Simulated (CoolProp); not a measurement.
n-octane along the isotherm 620 K: fugacity coefficient from the reference equation and from simpler models built on Tc = 568.7 K, pc = 2.484 MPa, ω = 0.398; each cubic takes its own stable root.

Model: reference Helmholtz-energy equation of state, Beckmüller 2019, in CoolProp.

| p (MPa) | phase | reference |
|---|---|---|
| 0.266 | gas | 0.9716 |
| 0.532 | gas | 0.9437 |
| 0.798 | gas | 0.9163 |
| 1.06 | gas | 0.8898 |
| 1.33 | gas | 0.8629 |
| 1.6 | gas | 0.8364 |
| 1.86 | gas | 0.8113 |
| 2.13 | gas | 0.7856 |
| 2.39 | gas | 0.7612 |
| 2.66 | supercritical | 0.7362 |
| 2.93 | supercritical | 0.7116 |
| 3.19 | supercritical | 0.6882 |
| 3.46 | supercritical | 0.6643 |
| 3.73 | supercritical | 0.6407 |

Question: How far does each simpler model (Redlich-Kwong, Soave-Redlich-Kwong, Peng-Robinson) lie from the reference over these 14 states: mean and median of the absolute difference, and the worst?

Answer: 
- Redlich-Kwong: mean 0.5 %, median 0.2 %, worst -1.8 % at 620 K and 3.73 MPa
- Soave-Redlich-Kwong: mean 1.6 %, median 1.6 %, worst +3.2 % at 620 K and 3.73 MPa
- Peng-Robinson: mean 0.9 %, median 1.0 %, worst -1.4 % at 620 K and 3.19 MPa
